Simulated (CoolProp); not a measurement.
Aqueous ammonia as a coolant, at -3 °C, 1 atm.

Values from CoolProp's Melinder's fits for secondary coolants.

| mass % | freezing point (°C) | cp (kJ/(kg K)) | density (kg/m³) | conductivity (W/(m K)) | viscosity (mPa s) |
|---|---|---|---|---|---|
| 5.8 | -7.2 | 4.219 | 977.5 | 0.514 | 2.17 |
| 8.4 | -11.0 | 4.221 | 968.3 | 0.500 | 2.18 |
| 11 | -15.3 | 4.224 | 959.7 | 0.486 | 2.22 |
| 13.6 | -20.3 | 4.227 | 951.5 | 0.471 | 2.30 |
| 16.2 | -26.1 | 4.231 | 943.7 | 0.457 | 2.39 |
| 18.8 | -32.9 | 4.234 | 936.2 | 0.444 | 2.46 |
| 21.4 | -41.1 | 4.237 | 928.9 | 0.434 | 2.49 |
| 24 | -51.1 | 4.242 | 921.8 | 0.425 | 2.47 |
